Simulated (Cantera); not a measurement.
Feed: 1 mol TEOS, 7.7 mol O₂, 92 mol H₂, 4.3 mol H₂O, held at 0.000170 bar.

Cantera equilibrium calculation (NASA polynomials, part measured and part estimated; ideal gas, pure solids and liquids). Candidate condensed phases: C, C₆H₆, C₇H₈, C₈H₁₈, H₂O, Si, SiC, SiO₂; 123 gas species. The feed counts by its element totals alone. The tables hold silica as quartz up to 1696 K and as liquid above; real silica turns to tridymite and cristobalite and melts near 1996 K. Kinetics and transport are ignored. All values below are at 1150 °C.

Base state: H₂ 0.814, H₂O 0.116, CO 0.0658, CO₂ 0.00413, H 0.000460 (mole fractions); condensed: SiO₂(β-quartz).

Question: What changes in the equilibrium state with this change: O₂ from 7.7 to 1.3 mol?

Answer: 
```csv
species,before,after
H₂,0.814,0.922
CO,0.0658,0.0697
H₂O,0.116,0.00773
CO₂,0.00413,0.000258
SiO,6.76e-6,0.000115
H,0.000460,0.000489
"SiO₂(β-quartz), mol",0.999,0.987
```
